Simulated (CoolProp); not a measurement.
A closed Brayton cycle with nitrogen: compressor inlet 311.15 K and 2.6 MPa, high pressure 4.76 MPa, turbine inlet 825 K, compressor efficiency 0.85, turbine efficiency 0.85, recuperator effectiveness 0 (on enthalpy, no pinch check). Each further row changes one setting.

Computed with CoolProp (reference Helmholtz-energy equation of state, Span 2000).

```tsv
case	thermal efficiency (%)	net work (kJ/kg)	compressor to turbine work	compressor exit (K)	turbine exit (K)
as stated	9.4	45.8	0.61	380.7	720.7
turbine inlet 775 K	9.0	38.6	0.65	380.7	(withheld)
compressor inlet 321.15 K	9.1	43.4	0.63	392.9	720.7
high pressure 4.05 MPa	7.2	(withheld)	(withheld)	360.9	747.1
recuperator effectiveness 0.5	15.1	45.8	0.61	380.7	720.7
```

### Question
Fill in the missing entries.

### Answer

- turbine inlet 775 K, turbine exit (K): 676.0
- high pressure 4.05 MPa, net work (kJ/kg): 36.6
- high pressure 4.05 MPa, compressor to turbine work: 0.58
